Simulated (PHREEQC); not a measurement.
NH3 is added in steps, without added water, to 1 kg of water holding 0.0018 mol MgCl2, 0.00055 mol H3BO3 and 0.00013 mol KBr, at 20 °C. Oxygen is held at 0.21 atm. The system is closed to CO2. No solid was allowed to form.

Base run: PHREEQC, ion-association model, wateq4f.dat. Each further column changes one thing. The table gives H2BO3- (mol/kgw).

| NH3 added (mol) | base | all activity coefficients set to 1 | Debye-Hückel limiting law | Davies equation for every ion |
|---|---|---|---|---|
| 0 | 5.70e-7 | 5.27e-7 | 5.76e-7 | 5.71e-7 |
| 0.0001375 | 0.000113 | (withheld) | 0.000113 | 0.000113 |
| 0.000275 | 0.000194 | (withheld) | 0.000194 | 0.000194 |
| 0.0004125 | 0.000252 | 0.000246 | 0.000252 | 0.000252 |
| 0.00055 | 0.000294 | (withheld) | 0.000295 | 0.000294 |
| 0.0006875 | 0.000327 | (withheld) | 0.000327 | 0.000327 |
| 0.000825 | 0.000352 | (withheld) | 0.000352 | 0.000352 |
| 0.0009625 | 0.000372 | 0.000365 | 0.000372 | 0.000372 |
| 0.0011 | 0.000388 | 0.000381 | 0.000389 | 0.000388 |

Task: What belongs in the gaps?

Result: 
- 0.0001375, all activity coefficients set to 1: 0.000111
- 0.000275, all activity coefficients set to 1: 0.000190
- 0.00055, all activity coefficients set to 1: 0.000288
- 0.0006875, all activity coefficients set to 1: 0.000320
- 0.000825, all activity coefficients set to 1: 0.000345
